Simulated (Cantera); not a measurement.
Charge: 1 mol Si, 0.0092 mol H2O, 220 mol H2, at 1425 K and 31.0 Pa.

Method: chemical equilibrium by Gibbs-energy minimisation in Cantera with the NASA 1993 tables (ideal gas, pure condensed phases). Candidate condensed phases: H2O, Si, SiO2; 18 gas species. Kinetics and transport are ignored.

Problem. What is the equilibrium state?

Solution. 
* **x(H2)**: 1.000
* **x(H)**: 0.000387
* **x(SiO)**: 4.18e-5
* **x(Si)**: 5.19e-6
* **n(Si(s))**: 0.989 mol
* **gas amount**: 220.1 mol
